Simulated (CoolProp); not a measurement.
Vapour pressure (bar) of methanol: the reference equation beside estimates from Tc = 240.2 °C, pc = 82.16 bar, ω = 0.565. Clausius-Clapeyron is anchored at 75.65 °C with a constant enthalpy of vaporisation of 34.56 kJ/mol.

Values from CoolProp's reference Helmholtz-energy equation of state, de Reuck 1993.

```
T (°C)  reference  Lee-Kesler  Clausius-Clapeyron  van der Waals  Redlich-Kwong  Soave-Redlich-Kwong
------  ---------  ----------  ------------------  -------------  -------------  -------------------
56.75      0.7415      0.6965              0.7822          10.49          3.339               0.6961
60.55      0.8662      0.8217              0.9028          11.16          3.720               0.8212
64.35       1.008      0.9648               1.039          11.86          4.132               0.9642
68.05       1.164       1.123               1.187          12.57          4.564                1.122
71.85       1.345       1.307               1.358          13.33          5.042                1.307
75.65       1.548       1.515               1.548          14.12          5.556                1.515
79.35       1.770       1.743               1.754          14.92          6.092                1.742
83.15       2.024       2.004               1.989          15.76          6.680                2.004
86.95       2.307       2.296               2.250          16.64          7.309                2.297
90.65       2.613       2.613               2.530          17.53          7.961                2.614
```

Absolute difference from the reference over all 10 rows, mean and median: Lee-Kesler 2.7 and 2.5 %, Clausius-Clapeyron 2.4 and 2.2 %, van der Waals 887.7 and 851.6 %, Redlich-Kwong 271.1 and 266.9 %, Soave-Redlich-Kwong 2.7 and 2.5 %.
